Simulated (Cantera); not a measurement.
A jet of 3.32 % CH₄, 19.5 % O₂, 77.1 % N₂, equivalence ratio 0.34 at 300 K and 0.0760 bar hits a platinum plate 6.4 cm away at a mass flux of 0.071 kg/m²/s; the plate temperature is set and raised in steps from an oxygen-covered start.

Model: Deutschmann's 1995 Pt surface mechanism with GRI-Mech 3.0 gas chemistry, integrated in Cantera. Catalytic surfaces can have several steady states; this one follows from the mechanism file's or the stated starting coverage.

x: mole fraction at the wall; θ: surface coverage.

| plate T (K) | wall x CH₄ | wall x O₂ | wall x H₂O | wall x OH | wall x CO | wall x CO₂ | θ free Pt | θ O* | θ OH* |
|---|---|---|---|---|---|---|---|---|---|
| 900 | 0.0241 | 0.176 | 0.0171 | ? | 8.76e-6 | 0.0113 | 0.186 | 0.813 | 0.000935 |
| 950 | 0.0191 | 0.165 | 0.0263 | ? | 9.62e-6 | 0.0173 | 0.251 | 0.748 | 0.00105 |
| 1000 | 0.0148 | 0.156 | 0.0343 | ? | 1.00e-5 | 0.0226 | 0.320 | 0.679 | 0.00108 |
| 1050 | 0.0115 | 0.149 | 0.0403 | ? | 1.03e-5 | 0.0267 | 0.388 | 0.611 | 0.00103 |
| 1100 | 0.00905 | 0.144 | 0.0446 | ? | 1.07e-5 | 0.0295 | 0.456 | 0.544 | 0.000951 |
| 1150 | 0.00732 | 0.140 | 0.0476 | ? | 1.13e-5 | 0.0316 | 0.520 | 0.479 | 0.000857 |

**Question.** Fill in the missing entries.

**Answer.** 
- 900, wall x OH: 3.09e-8
- 950, wall x OH: 1.00e-7
- 1000, wall x OH: 2.82e-7
- 1050, wall x OH: 6.99e-7
- 1100, wall x OH: 1.55e-6
- 1150, wall x OH: 3.15e-6
